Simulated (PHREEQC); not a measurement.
30 mol of Mirabilite (Na2SO4:10H2O) is brought to equilibrium with 1 kg of water holding 0.53 mol KCl, at 20 °C and several pressures. The system is closed to CO2. Solids allowed: Mirabilite, Arcanite, Glaserite, Halite, Misenite, Sylvite, Thenardite. Others were left out.

Model: Pitzer model, pitzer.dat, run in PHREEQC.

```json
[
 {"P (atm)": "1", "dissolved Na (mol/kgw)": "3.08", "dissolved S (mol/kgw)": "1.54"},
 {"P (atm)": "50", "dissolved Na (mol/kgw)": "3.09", "dissolved S (mol/kgw)": "1.55"},
 {"P (atm)": "100", "dissolved Na (mol/kgw)": "3.10", "dissolved S (mol/kgw)": "1.55"},
 {"P (atm)": "200", "dissolved Na (mol/kgw)": "3.10", "dissolved S (mol/kgw)": "1.55"},
 {"P (atm)": "300", "dissolved Na (mol/kgw)": "3.09", "dissolved S (mol/kgw)": "1.55"},
 {"P (atm)": "400", "dissolved Na (mol/kgw)": "3.07", "dissolved S (mol/kgw)": "1.54"},
 {"P (atm)": "500", "dissolved Na (mol/kgw)": "3.04", "dissolved S (mol/kgw)": "1.52"},
 {"P (atm)": "600", "dissolved Na (mol/kgw)": "3.01", "dissolved S (mol/kgw)": "1.50"},
 {"P (atm)": "800", "dissolved Na (mol/kgw)": "2.93", "dissolved S (mol/kgw)": "1.46"},
 {"P (atm)": "1000", "dissolved Na (mol/kgw)": "2.84", "dissolved S (mol/kgw)": "1.42"}
]
```
